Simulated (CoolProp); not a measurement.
Vapour-liquid equilibrium of cyclopropane (1) + R134a (2) at 321.8 K; x and y are mole fractions of (1).

Values from CoolProp's multi-fluid Helmholtz-energy mixture model, Polt 1992 and Tillner-Roth 1994; pair parameters Bell 2016. This equation is an older, rougher fit; its heat capacities, sound speeds and derivatives of the liquid may be far off and weren't checked against measurements.

```json
[
 {"x": "0.05", "bubble pressure, mixture model (kPa)": "1362", "bubble pressure, Raoult's law (kPa)": "1275", "y, mixture model": "0.093", "y, Raoult's law": "0.051"},
 {"x": "0.125", "bubble pressure, mixture model (kPa)": "1472", "bubble pressure, Raoult's law (kPa)": "1278", "y, mixture model": "0.204", "y, Raoult's law": "0.128"},
 {"x": "0.2", "bubble pressure, mixture model (kPa)": "1556", "bubble pressure, Raoult's law (kPa)": "1280", "y, mixture model": "0.290", "y, Raoult's law": "0.204"},
 {"x": "0.275", "bubble pressure, mixture model (kPa)": "1618", "bubble pressure, Raoult's law (kPa)": "1283", "y, mixture model": "0.359", "y, Raoult's law": "0.280"},
 {"x": "0.35", "bubble pressure, mixture model (kPa)": "1661", "bubble pressure, Raoult's law (kPa)": "1285", "y, mixture model": "0.417", "y, Raoult's law": "0.356"},
 {"x": "0.425", "bubble pressure, mixture model (kPa)": "1688", "bubble pressure, Raoult's law (kPa)": "1288", "y, mixture model": "0.467", "y, Raoult's law": "0.431"},
 {"x": "0.5", "bubble pressure, mixture model (kPa)": "1700", "bubble pressure, Raoult's law (kPa)": "1290", "y, mixture model": "0.513", "y, Raoult's law": "0.506"},
 {"x": "0.575", "bubble pressure, mixture model (kPa)": "1699", "bubble pressure, Raoult's law (kPa)": "1292", "y, mixture model": "0.558", "y, Raoult's law": "0.581"},
 {"x": "0.65", "bubble pressure, mixture model (kPa)": "1685", "bubble pressure, Raoult's law (kPa)": "1295", "y, mixture model": "0.603", "y, Raoult's law": "0.656"},
 {"x": "0.725", "bubble pressure, mixture model (kPa)": "1656", "bubble pressure, Raoult's law (kPa)": "1297", "y, mixture model": "0.653", "y, Raoult's law": "0.730"},
 {"x": "0.8", "bubble pressure, mixture model (kPa)": "1607", "bubble pressure, Raoult's law (kPa)": "1300", "y, mixture model": "0.712", "y, Raoult's law": "0.804"},
 {"x": "0.875", "bubble pressure, mixture model (kPa)": "1530", "bubble pressure, Raoult's law (kPa)": "1302", "y, mixture model": "0.788", "y, Raoult's law": "0.878"},
 {"x": "0.95", "bubble pressure, mixture model (kPa)": "1414", "bubble pressure, Raoult's law (kPa)": "1305", "y, mixture model": "0.896", "y, Raoult's law": "0.951"}
]
```

The largest gap from Raoult's law is +31.8 % in bubble pressure, at x = 0.5. y crosses x between x = 0.5 and 0.575: the model has an azeotrope there.

The pair parameters rest on a limited set of measurements; away from them the model extrapolates.
